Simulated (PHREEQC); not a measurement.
A solution holds 0.00015 mol/kgw CaSO4, 0.0015 mol/kgw NaHCO3 and 0.0067 mol/kgw KCl, at 25 °C. Closed to the air; pH follows from the charge balance.

All values are PHREEQC results (ion-association model, phreeqc.dat), not measurements.

Task: The ionic strength comes out as 0.00879 mol/kgw. What activity coefficients do Ca+2, SO4-2, Na+, KSO4-, OH- get?

Result: Ca+2 0.69, SO4-2 0.68, Na+ 0.91, KSO4- 0.91, OH- 0.91.

Precipitation was switched off in this run.
